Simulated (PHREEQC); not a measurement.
A made-up water analysis in mg/L, 25 °C, pH 3.84, pe 12.7: Na 70.4; K 85.5; Ca 432; Mg 59.5; Cl 344; S(6) as SO4 1040; B 0.151; Sr 2.06.

Na is adjusted to close the charge balance.
Valence states are taken as typed.

Computed with PHREEQC (ion-association model, wateq4f.dat).

| quantity | before | after |
|---|---|---|
| ionic strength (mol/kgw) | 0.0413 | 0.112 |
| Ca+2 (mol/kgw) | 0.00803 | 0.0219 |
| SO4-2 (mol/kgw) | 0.00720 | 0.0185 |
| CaSO4 (mol/kgw) | 0.00277 | 0.0107 |
| Mg+2 (mol/kgw) | 0.00173 | 0.00460 |
| MgSO4 (mol/kgw) | 0.000717 | 0.00276 |
| SI of Gypsum (CaSO4:2H2O) | -0.27 | +0.32 |
| SI of Halite (NaCl) | -6.38 | -5.48 |

Problem. Name the change that produced these shifts.
(A) temperature from 25 to 35 °C at the same typed pH
(B) all concentrations times 3 at the same typed pH
(C) B from 0.151 to 0.302 mg/L

Solution. B, all concentrations times 3 at the same typed pH

This is a speciation only: nothing precipitates in the calculation. Some of these states are supersaturated (in Gypsum, for instance).
